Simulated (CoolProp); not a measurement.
Vapour-liquid equilibrium of ethane (1) + C3F8 (R218) (2) at 242.3 K; x and y are mole fractions of (1).

The numbers come from the multi-fluid Helmholtz-energy mixture model, Bücker 2006 and Lemmon 2006; pair parameters Bell 2016 in CoolProp.

### Question
Give the bubble pressure and the first vapour's composition at x = 0.05, 0.55, 0.95. Is there an azeotrope?

### Answer
x = 0.05: 0.2215 MPa, y = 0.415; x = 0.55: 0.7933 MPa, y = 0.877; x = 0.95: 1.007 MPa, y = 0.976. No azeotrope shows between x = 0.05 and 0.95.

The pair parameters rest on a limited set of measurements; away from them the model extrapolates. With so large a gap from Raoult's law the liquid may split in two, which this calculation doesn't test in full.
